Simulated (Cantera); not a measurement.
An isothermal, constant-pressure homogeneous reactor starts with NH3 : H2 = 1 : 0.91 (molar parts), at 1850 K and 3100 Pa. Integrator tolerance rtol = 1e-08.

Computed with Cantera and the gas-phase N/H chemistry of the illustrative SiF4/NH3 mechanism in the Surface Chemkin manual (1991). Walls and surfaces, which speed up NH3 decomposition in real reactors, are not modelled.

Question: What does this change do: temperature 1850 to 1700 K?

Answer: 
```json
[
 {"quantity": "x(NH3) at 2.00 s", "before": "0.296 (gas-phase equilibrium 2.52e-7)", "after": "0.474 (gas-phase equilibrium 3.48e-7)"},
 {"quantity": "x(H2) at 2.00 s", "before": "0.629 (gas-phase equilibrium 0.826)", "after": "0.510 (gas-phase equilibrium 0.827)"},
 {"quantity": "x(NH) at 2.00 s", "before": "5.28e-6 (gas-phase equilibrium 3.46e-10)", "after": "1.71e-6 (gas-phase equilibrium 4.47e-11)"},
 {"quantity": "x(N2H2) at 2.00 s", "before": "1.17e-6 (gas-phase equilibrium <1e-12)", "after": "1.07e-6 (gas-phase equilibrium <1e-12)"},
 {"quantity": "x(H) at 2.00 s", "before": "0.000249 (gas-phase equilibrium 0.00280)", "after": "8.11e-5 (gas-phase equilibrium 0.000766)"},
 {"quantity": "x(N2H4) at 2.00 s", "before": "5.54e-9 (gas-phase equilibrium <1e-12)", "after": "9.36e-9 (gas-phase equilibrium <1e-12)"}
]
```

Question: What does this change do: NH3 1 to 0.27 parts?

Answer: 
```
quantity                                             before                                     after
-----------------  ----------------------------------------  ----------------------------------------
x(NH3) at 2.00 s      0.296 (gas-phase equilibrium 2.52e-7)     0.149 (gas-phase equilibrium 2.13e-7)
x(H2) at 2.00 s         0.629 (gas-phase equilibrium 0.826)       0.818 (gas-phase equilibrium 0.904)
x(NH) at 2.00 s    5.28e-6 (gas-phase equilibrium 3.46e-10)  4.08e-6 (gas-phase equilibrium 2.66e-10)
x(N2H2) at 2.00 s    1.17e-6 (gas-phase equilibrium <1e-12)    4.60e-7 (gas-phase equilibrium <1e-12)
x(H) at 2.00 s     0.000249 (gas-phase equilibrium 0.00280)  0.000396 (gas-phase equilibrium 0.00293)
x(N2H4) at 2.00 s    5.54e-9 (gas-phase equilibrium <1e-12)    2.11e-9 (gas-phase equilibrium <1e-12)
```
